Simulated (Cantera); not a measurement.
Feed: 1 mol FeS, 1.9 mol SO₃, 3 mol CO₂, at 848 K and 1330 Pa.

Method: chemical equilibrium by Gibbs-energy minimisation in Cantera with the NASA 1993 tables (ideal gas, pure condensed phases). Candidate condensed phases: C, Fe, Fe(CO)₅, FeO, FeS, FeSO₄, FeS₂, Fe₂O₃, Fe₂(SO₄)₃, Fe₃O₄, S; 25 gas species. FeS: taken at fixed stoichiometry. Gases not in the tables: S₃ to S₇. The numbers say what is thermodynamically allowed, not how fast it happens.

Base state: CO₂ 0.547, SO₂ 0.439, S₂ 0.0130, S₂O 0.000551, CO 0.000191, COS 7.60e-5 (mole fractions); condensed: FeS(s) + Fe₃O₄(s).

### Question
What changes in the equilibrium state with this change: FeS replaced by Fe₂O₃?

### Answer
```
species          before  after
-------------  --------  -----
CO₂               0.547  0.545
SO₂               0.439  0.220
SO₃             2.57e-9  0.125
O₂                <1e-9  0.110
S₂               0.0130  <1e-9
S₂O            0.000551  <1e-9
CO             0.000191  <1e-9
FeS(s), mol       0.341      0
Fe₃O₄(s), mol     0.220      0
Fe₂O₃(s), mol         0   1.00
```
